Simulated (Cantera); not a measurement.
Input: 1 mol CuO, 1 mol CH₄, 2.5 mol CO, at 2073.15 K and 0.00370 bar.

Equilibrium computed with Cantera from the NASA thermochemical tables; the gas is ideal and each condensed phase is pure. Candidate condensed phases: C, C₆H₆, C₇H₈, C₈H₁₈, Cu, CuO, Cu(OH)₂, Cu₂O, H₂O; 113 gas species. The numbers say what is thermodynamically allowed, not how fast it happens.

Base state: CO 0.532, H₂ 0.292, Cu 0.152, H 0.0234, Cu₂ 5.41e-5 (mole fractions); condensed: gas only.

**Question.** What changes in the equilibrium state with this change: temperature from 2073.15 K to 1975 K?

**Answer.** 
| species | before | after |
|---|---|---|
| CO | 0.532 | 0.535 |
| H₂ | 0.292 | 0.300 |
| Cu | 0.152 | 0.153 |
| H | 0.0234 | 0.0123 |
| Cu₂ | 5.41e-5 | 9.61e-5 |
